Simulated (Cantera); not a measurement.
# Equilibrium for silicon nitride deposition: SiH2Cl2 + NH3 + H2

Feed: 1 mol SiH2Cl2, 0.13 mol NH3, 0.13 mol H2.

These are equilibrium values from Cantera (NASA tables, ideal gas, pure condensed phases), not measurements of a reactor. Candidate condensed phases: NH4Cl, Si, Si3N4; 28 gas species. Mutual solubility and eutectic melting of coexisting phases are not modelled. The tables' values for SiCl3 are old estimates. Rates play no part.

Stable condensed phases:

```
T in K \ P in Pa
              5     15     45    140    410   1200   3700  11000  33000 100000
   1975       A      A      B      B      B      B      B      B      B      B
   1950       A      A      B      B      B      B      B      B      B      B
   1925       A      A      B      B      B      B      B      B      B      B
   1900       A      B      B      B      B      B      B      B      B      B
   1875       A      B      B      B      B      B      B      B      B      B
   1850       A      B      B      B      B      B      B      B      B      C
   1825       A      B      B      B      B      B      B      B      B      C
   1800       B      B      B      B      B      B      B      B      C      C
   1775       B      B      B      B      B      B      B      B      C      C
   1750       B      B      B      B      B      B      B      B      C      C
   1725       B      B      B      B      B      B      B      C      C      C
   1700       B      B      B      B      B      B      B      C      C      C
   1675       B      B      B      B      B      B      B      C      C      C
   1650       B      B      B      B      B      B      C      C      C      C
```

A: gas only; B: Si; C: Si + Si3N4.
